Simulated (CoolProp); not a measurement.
Saturated liquid density (kg/m³) of ethanol: the reference equation beside estimates from Tc = 241.6 °C, pc = 6268 kPa, ω = 0.644.

Values from CoolProp's reference Helmholtz-energy equation of state, Schroeder 2014.

```
T (°C)  reference  van der Waals  Peng-Robinson
------  ---------  -------------  -------------
44.05       768.4          411.2          735.9
51.35       761.9          407.1          729.4
58.65       755.2          402.8          722.6
65.95       748.4          398.4          715.5
73.25       741.5          394.0          708.1
80.45       734.4          389.4          700.4
87.75       727.0          384.7          692.3
95.05       719.4          379.9          683.7
102.35      711.4          374.9          674.7
109.65      703.2          369.8          665.2
116.85      694.6          364.6          655.3
124.15      685.6          359.1          644.8
131.45      676.0          353.5          633.6
138.75      666.0          347.6          621.8
```

Absolute difference from the reference over all 14 rows, mean and median: van der Waals 47.1 and 47.1 %, Peng-Robinson 5.1 and 4.9 %.
